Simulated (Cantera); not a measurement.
Cantera run, input and output.

```python
import numpy as np
import cantera as ct

gas = ct.Solution("h2o2.yaml")
gas.TPX = 398, 1000000, {'H2': 1, 'O2': 0.238, 'N2': 1.1}
flame = ct.FreeFlame(gas, width=0.008)
flame.set_refine_criteria(ratio=3, slope=0.08, curve=0.16)
flame.transport_model = "mixture-averaged"
flame.solve(loglevel=0, auto=True)
z, T = flame.grid, flame.T
thick = (T[-1] - T[0]) / np.gradient(T, z).max()
show = ['H2', 'O2', 'H2O', 'O', 'HO2', 'H2O2']
print(f"laminar burning velocity  {flame.velocity[0] * 100:.3f} cm/s")
print(f"burnt temperature         {T[-1]:.1f} K")
print(f"thermal thickness         {thick * 1e3:.4f} mm")
print(f"grid points               {len(z)}")
z0 = z[flame.heat_release_rate.argmax()]
print(f"{'z/mm':>9s}{'T/K':>9s}{'u/(m/s)':>9s}" + "".join(f"{s:>11s}" for s in show))
rows = []
for k in (-3, -2, -1.5, -1, -0.5, -0.25, 0, 0.25, 0.5, 1, 2, 4, 8):
    zz = z0 + k * thick
    rows.append([k * thick, np.interp(zz, z, T), np.interp(zz, z, flame.velocity),
                 *(np.interp(zz, z, flame.X[gas.species_index(s)]) for s in show)])
    print(f"{rows[-1][0] * 1e3:9.3f}{rows[-1][1]:9.1f}{rows[-1][2]:9.3f}" + "".join(f"{x:11.3e}" for x in rows[-1][3:]))
```

It prints:

```
laminar burning velocity  266.772 cm/s
burnt temperature         1986.2 K
thermal thickness         0.0251 mm
grid points               118
     z/mm      T/K  u/(m/s)         H2         O2        H2O          O        HO2       H2O2
   -0.075    398.1    2.668  4.276e-01  1.018e-01  2.161e-07  1.162e-10  5.142e-09  9.783e-10
   -0.050    398.4    2.669  4.273e-01  1.019e-01  2.224e-06  1.100e-09  5.919e-08  1.141e-08
   -0.038    400.1    2.675  4.262e-01  1.021e-01  1.857e-05  7.503e-09  5.872e-07  1.145e-07
   -0.025    414.4    2.748  4.205e-01  1.030e-01  3.361e-04  9.755e-08  1.396e-05  2.711e-06
   -0.013    592.8    3.772  3.880e-01  1.034e-01  1.179e-02  7.618e-06  7.704e-04  9.790e-05
   -0.006    935.2    5.783  3.493e-01  8.919e-02  5.013e-02  1.167e-04  1.080e-03  1.648e-04
    0.000   1301.8    7.936  3.058e-01  6.192e-02  1.084e-01  4.860e-04  5.179e-04  6.574e-05
    0.006   1550.2    9.411  2.700e-01  3.398e-02  1.615e-01  6.884e-04  2.460e-04  9.133e-06
    0.013   1688.2   10.236  2.489e-01  1.588e-02  1.950e-01  5.087e-04  1.089e-04  2.925e-06
    0.025   1803.5   10.911  2.359e-01  3.177e-03  2.189e-01  1.753e-04  2.061e-05  9.914e-07
    0.050   1875.5   11.311  2.359e-01  2.579e-04  2.254e-01  5.455e-05  1.629e-06  2.715e-07
    0.100   1924.9   11.574  2.392e-01  1.521e-05  2.269e-01  1.934e-05  1.316e-07  9.264e-08
    0.201   1955.4   11.733  2.416e-01  2.998e-06  2.277e-01  5.867e-06  3.187e-08  3.225e-08
```

Computed with Cantera and the H2/O2 subset of GRI-Mech 3.0, which has no nitrogen chemistry. The hydrogen kinetics of GRI-Mech 3.0 are dated; newer H2 mechanisms differ, most at raised pressure. Burning velocities carry a grid error of a few per cent, more on coarse grids.
